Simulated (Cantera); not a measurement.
Charge: 1 mol Fe, 0.29 mol HCl, held at 7.50 Torr.

Method: chemical equilibrium by Gibbs-energy minimisation in Cantera with the NASA 1993 tables (ideal gas, pure condensed phases). Candidate condensed phases: Fe, FeCl₂, FeCl₃; 11 gas species. The numbers say what is thermodynamically allowed, not how fast it happens.

x: gas mole fraction; n: condensed amount in mol.

```tsv
T (K)	x HCl	x H₂	x FeCl₂	x Fe₂Cl₄	x H	n Fe(α)	n FeCl₂(s)	n Fe(γ)
823	0.437	0.540	0.0208	0.00204	5.39e-11	0.897	0.0984	0
923	0.585	0.216	0.183	0.0161	1.14e-9	0.938	0	0
1023	___	___	___	___	___	0.931	0	0
1123	___	0.261	___	___	___	0.925	0	0
1223	0.441	0.280	0.279	0.000392	1.59e-6	0	0	0.919
1323	0.409	0.295	0.295	0.000154	8.62e-6	0	0	0.914
1423	0.383	0.308	0.308	6.87e-5	3.69e-5	0	0	0.911
1523	0.361	0.319	0.319	3.39e-5	0.000131	0	0	0.907
```

### Question
Fill in the missing entries.

### Answer

- 1023, x HCl: 0.528
- 1023, x H₂: 0.238
- 1023, x FeCl₂: 0.230
- 1023, x Fe₂Cl₄: 0.00409
- 1023, x H: 2.02e-8
- 1123, x HCl: 0.480
- 1123, x FeCl₂: 0.258
- 1123, x Fe₂Cl₄: 0.00116
- 1123, x H: 2.17e-7
